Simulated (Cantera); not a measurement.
A perfectly stirred reactor is fed with NO : N₂ = 1 : 2.6 (molar parts), at 1.01 bar; it is held at 2100 K, and followed from long to short residence time.

Model: GRI-Mech 3.0 (53 species, 325 reactions), integrated in Cantera.

Task: Predict: x(NO) at τ = 0.310 s; x(O₂) at τ = 0.310 s; x(N₂O) at τ = 0.310 s; x(NO₂) at τ = 0.310 s; x(O) at τ = 0.310 s; x(NO) at τ = 24.0 ms; x(O₂) at τ = 24.0 ms; x(N₂O) at τ = 24.0 ms; x(NO₂) at τ = 24.0 ms; x(O) at τ = 24.0 ms.

Result: 
```json
{
  "x(NO) at τ = 0.310 s": "0.162",
  "x(O₂) at τ = 0.310 s": "0.0577",
  "x(N₂O) at τ = 0.310 s": "1.27e-5",
  "x(NO₂) at τ = 0.310 s": "0.000128",
  "x(O) at τ = 0.310 s": "0.000345",
  "x(NO) at τ = 24.0 ms": "0.265",
  "x(O₂) at τ = 24.0 ms": "0.00610",
  "x(N₂O) at τ = 24.0 ms": "3.48e-5",
  "x(NO₂) at τ = 24.0 ms": "8.92e-5",
  "x(O) at τ = 24.0 ms": "0.000153"
}
```
